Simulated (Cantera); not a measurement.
A Cantera script and its output.

```python
import numpy as np
import cantera as ct

gas = ct.Solution("gri30.yaml")
gas.TPX = 1598, 101325, {'C3H8': 1, 'O2': 5, 'N2': 14}
reactor = ct.IdealGasReactor(gas, energy="on", clone=False)
net = ct.ReactorNet([reactor])
net.rtol, net.atol = 1e-08, 1e-16
show = ['C3H8', 'O2', 'CH2CO', 'N2O', 'C2H2', 'NO2', 'H']
times = np.geomspace(5e-06, 0.3, 13)

steps = ct.SolutionArray(gas, extra=["t"])
rows = []
print(f"{'t/s':>10s}{'T/K':>9s}{'P/Pa':>11s}" + "".join(f"{s:>11s}" for s in show))
for t in times:
    while net.time < t:
        t_next = net.step()
        steps.append(gas.state, t=t_next)
    rows.append([np.interp(t, steps.t, y) for y in (steps.T, steps.P, *steps(*show).X.T)])
    print(f"{t:10.3e}{rows[-1][0]:9.1f}{rows[-1][1]:11.4g}" + "".join(f"{x:11.3e}" for x in rows[-1][2:]))
rate = np.gradient(steps.T, steps.t)
print("integrator steps:", len(steps.t))
if steps.T.max() > steps.T[0] + 200:
    print(f"time of steepest temperature rise: {steps.t[rate.argmax()]:.4e} s")
gas.TPX = 1598, 101325, {'C3H8': 1, 'O2': 5, 'N2': 14}
gas.equilibrate("UV")
print(f"equilibrium (UV): T = {gas.T:.1f} K  " + "  ".join(f"{s} {gas[s].X[0]:.3e}" for s in show))
```

Output:

```
       t/s      T/K       P/Pa       C3H8         O2      CH2CO        N2O       C2H2        NO2          H
 5.000e-06   1579.4  1.007e+05  4.573e-02  2.476e-01  1.179e-05  7.521e-10  3.147e-06  6.033e-14  4.419e-05
 1.251e-05   1584.1  1.022e+05  3.565e-02  2.402e-01  2.355e-04  2.451e-09  5.839e-05  2.428e-12  9.464e-05
 3.128e-05   2848.7  2.104e+05  1.937e-37  4.186e-02  3.506e-14  4.732e-07  5.357e-15  4.968e-08  2.894e-02
 7.825e-05   3061.9  2.228e+05  8.767e-41  3.637e-02  6.327e-16  1.046e-06  1.240e-16  1.409e-06  2.068e-02
 1.957e-04   3059.5  2.224e+05  1.156e-40  3.359e-02  6.711e-16  1.160e-06  1.353e-16  3.919e-06  2.012e-02
 4.896e-04   3054.4  2.219e+05  1.295e-40  3.186e-02  6.840e-16  1.271e-06  1.391e-16  5.443e-06  1.988e-02
 1.225e-03   3053.9  2.218e+05  1.310e-40  3.170e-02  6.853e-16  1.283e-06  1.395e-16  5.586e-06  1.985e-02
 3.064e-03   3053.9  2.218e+05  1.310e-40  3.170e-02  6.853e-16  1.283e-06  1.395e-16  5.587e-06  1.985e-02
 7.663e-03   3053.9  2.218e+05  1.310e-40  3.170e-02  6.853e-16  1.283e-06  1.395e-16  5.587e-06  1.985e-02
 1.917e-02   3053.9  2.218e+05  1.310e-40  3.170e-02  6.853e-16  1.283e-06  1.395e-16  5.587e-06  1.985e-02
 4.795e-02   3053.9  2.218e+05  1.310e-40  3.170e-02  6.853e-16  1.283e-06  1.395e-16  5.587e-06  1.985e-02
 1.199e-01   3053.9  2.218e+05  1.310e-40  3.170e-02  6.853e-16  1.283e-06  1.395e-16  5.587e-06  1.985e-02
 3.000e-01   3053.9  2.218e+05  1.310e-40  3.170e-02  6.853e-16  1.283e-06  1.395e-16  5.587e-06  1.985e-02
integrator steps: 1648
time of steepest temperature rise: 2.7987e-05 s
equilibrium (UV): T = 3053.9 K  C3H8 2.844e-40  O2 3.170e-02  CH2CO 7.348e-16  N2O 1.283e-06  C2H2 1.459e-16  NO2 5.587e-06  H 1.985e-02
```

Detailed kinetics in Cantera: GRI-Mech 3.0 (53 species, 325 reactions). GRI-Mech 3.0 was tuned for natural gas; its chemistry of propane as a main component is partial and can be far from experiment. Above 3000 K some thermodynamic fits are extrapolated.
